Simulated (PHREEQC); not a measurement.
A column of 1 m (40 cells, dispersivity 0.08 m, 720 s a shift, diffusion coefficient 3e-10 m²/s) holds 0.023 eq of the database's cation exchanger X per kg of pore water, first in equilibrium with 1.6 mmol/kgw KCl, 0.69 mmol/kgw CdCl2 and 0.01 mmol/kgw HCl. It is flushed with 15 mmol/kgw KCl and 0.01 mmol/kgw HCl, at 25 °C. Values are for the last cell. CO2 from the air is kept out. Nothing may precipitate in this run.

Equilibrium calculation in PHREEQC: ion-association model, phreeqc.dat.

| pore volumes | Cd in solution (mol/kgw) | K in solution (mol/kgw) | Cl in solution (mol/kgw) | KX on the exchanger (mol/kgw) | CdX2 on the exchanger (mol/kgw) |
|---|---|---|---|---|---|
| 0 | 0.000690 | 0.00160 | 0.00299 | 0.00288 | 0.0101 |
| 0.6125 | (withheld) | 0.00208 | 0.00462 | 0.00287 | 0.0101 |
| 1.212 | 0.00374 | 0.00458 | 0.0121 | 0.00402 | 0.00949 |
| 1.812 | 0.00325 | 0.00803 | 0.0145 | (withheld) | 0.00791 |
| 2.413 | 0.00228 | (withheld) | 0.0149 | 0.0101 | 0.00643 |
| 3.013 | 0.00160 | 0.0118 | 0.0150 | 0.0125 | (withheld) |
| 3.612 | 0.00117 | 0.0127 | 0.0150 | 0.0143 | 0.00434 |
| 4.213 | 0.000877 | 0.0132 | 0.0150 | 0.0158 | (withheld) |
| 4.812 | 0.000674 | 0.0137 | 0.0150 | 0.0170 | 0.00300 |
| 5.412 | 0.000527 | (withheld) | 0.0150 | 0.0180 | 0.00251 |
| 6.013 | 0.000417 | 0.0142 | 0.0150 | 0.0188 | 0.00210 |

Question: What belongs in the gaps?

Answer: 
- 0.6125, Cd in solution (mol/kgw): 0.00127
- 1.812, KX on the exchanger (mol/kgw): 0.00719
- 2.413, K in solution (mol/kgw): 0.0104
- 3.013, CdX2 on the exchanger (mol/kgw): 0.00526
- 4.213, CdX2 on the exchanger (mol/kgw): 0.00360
- 5.412, K in solution (mol/kgw): 0.0139
